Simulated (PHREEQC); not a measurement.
Hard or scaling water: an equilibrium model

Make-up at 25 °C: 0.0099 mol CaCl2, 7e-05 mol NaF and 9.7e-05 mol NaCl per kg of water. Closed to the air; pH follows from the charge balance.

All values are PHREEQC results (ion-association model, phreeqc.dat), not measurements.

Precipitation was switched off in this run.

What pH does the model give?

pH 6.99.
